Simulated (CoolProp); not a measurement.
Saturated liquid density (kg/m³) of methanol: the reference equation beside estimates from Tc = 513.4 K, pc = 8.216 MPa, ω = 0.565. Rackett uses Z = 0.29056 − 0.08775 ω.

The numbers come from the reference Helmholtz-energy equation of state, de Reuck 1993 in CoolProp.

| T (K) | reference | Rackett | Redlich-Kwong | Soave-Redlich-Kwong | Peng-Robinson |
|---|---|---|---|---|---|
| 308.8 | 776.2 | 764.3 | 558.9 | 598.5 | 673.9 |
| 315.4 | 770.0 | 756.5 | 553.1 | 593.6 | 668.7 |
| 322.1 | 763.5 | 748.5 | 547.1 | 588.4 | 663.2 |
| 328.7 | 757.2 | 740.6 | 541.0 | 583.2 | 657.5 |
| 335.4 | 750.6 | 732.3 | 534.6 | 577.6 | 651.5 |
| 342.1 | 743.9 | 724.0 | 528.0 | 571.8 | 645.3 |
| 348.7 | 737.2 | 715.6 | 521.4 | 565.9 | 638.9 |
| 355.4 | 730.2 | 707.0 | 514.5 | 559.6 | 632.2 |
| 362 | 723.2 | 698.4 | 507.5 | 553.2 | 625.2 |
| 368.7 | 715.9 | 689.4 | 500.3 | 546.5 | 617.8 |
| 375.3 | 708.5 | 680.4 | 492.9 | 539.5 | 610.2 |
| 382 | 700.8 | 671.1 | 485.1 | 532.1 | 602.2 |
| 388.6 | 692.9 | 661.7 | 477.3 | 524.6 | 593.8 |

Absolute difference from the reference over all 13 rows, mean and median: Rackett 3.0 and 2.9 %, Redlich-Kwong 29.4 and 29.3 %, Soave-Redlich-Kwong 23.4 and 23.2 %, Peng-Robinson 13.5 and 13.3 %.
